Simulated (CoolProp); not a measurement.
A single-stage vapour-compression cycle with R152A: evaporating at 270.15 K (dew point), condensing at 304.15 K (bubble point), superheat 5 K, subcooling 2 K, compressor efficiency 0.6, no pressure losses. Each further row changes one setting.

The numbers come from the reference Helmholtz-energy equation of state, Outcalt 1996 in CoolProp. It is a modified Benedict-Webb-Rubin equation, recast in Helmholtz form.

```json
[
 {"case": "as stated", "cooling COP": "4.19", "pressure ratio": "3.00", "discharge temperature (K)": "340.3", "refrigerating effect (kJ/kg)": "259", "volumetric capacity (kJ/m³)": "1910"},
 {"case": "evaporating temperature 275.15 K", "cooling COP": "5.09", "pressure ratio": "2.50", "discharge temperature (K)": "335.0", "refrigerating effect (kJ/kg)": "263", "volumetric capacity (kJ/m³)": "2300"},
 {"case": "condensing temperature 299.15 K", "cooling COP": "5.02", "pressure ratio": "2.60", "discharge temperature (K)": "331.7", "refrigerating effect (kJ/kg)": "269", "volumetric capacity (kJ/m³)": "1970"},
 {"case": "subcooling 7 K", "cooling COP": "4.33", "pressure ratio": "3.00", "discharge temperature (K)": "340.3", "refrigerating effect (kJ/kg)": "268", "volumetric capacity (kJ/m³)": "1970"},
 {"case": "superheat 15 K", "cooling COP": "4.16", "pressure ratio": "3.00", "discharge temperature (K)": "351.2", "refrigerating effect (kJ/kg)": "270", "volumetric capacity (kJ/m³)": "1900"},
 {"case": "compressor efficiency 0.5", "cooling COP": "3.49", "pressure ratio": "3.00", "discharge temperature (K)": "350.2", "refrigerating effect (kJ/kg)": "259", "volumetric capacity (kJ/m³)": "1910"}
]
```
